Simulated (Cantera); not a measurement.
Charge: 1 mol S, 0.27 mol H₂, held at 2725 °C and 13.0 bar.

These are equilibrium values from Cantera (NASA tables, ideal gas, pure condensed phases), not measurements of a reactor. Candidate condensed phases: S; 7 gas species. Kinetics and transport are ignored.

Base state: S₂ 0.536, H₂ 0.226, SH 0.108, H₂S 0.0577, S 0.0511, H 0.0207 (mole fractions); condensed: gas only.

Question: What changes in the equilibrium state with this change: H₂ from 0.27 to 2.2 mol?

Answer: 
| species | before | after |
|---|---|---|
| H₂ | 0.226 | 0.688 |
| S₂ | 0.536 | 0.0980 |
| SH | 0.108 | 0.0806 |
| S | 0.0511 | 0.0218 |
| H | 0.0207 | 0.0361 |
| H₂S | 0.0577 | 0.0751 |
